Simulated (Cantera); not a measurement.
Feed: 1 mol HMDSO, 0.4 mol H2O, held at 575 K and 1.33 mbar.

Cantera equilibrium calculation (NASA polynomials, part measured and part estimated; ideal gas, pure solids and liquids). Candidate condensed phases: C, C6H6, C7H8, C8H18, H2O, Si, SiC, SiO2; 123 gas species. The feed counts by its element totals alone. Rates play no part.

Base state: H2 0.824, CH4 0.176 (mole fractions); condensed: C(graphite) + SiC(s) + SiO2(α-quartz).

**Question.** What changes in the equilibrium state with this change: temperature from 575 K to 825 K?

**Answer.** 
```
species              before    after
-------------------  ------  -------
H2                    0.824    0.999
CH4                   0.176  0.00120
C(graphite), mol       3.30     4.69
SiC(s), mol            1.30     1.30
SiO2(α-quartz), mol   0.700    0.700
```
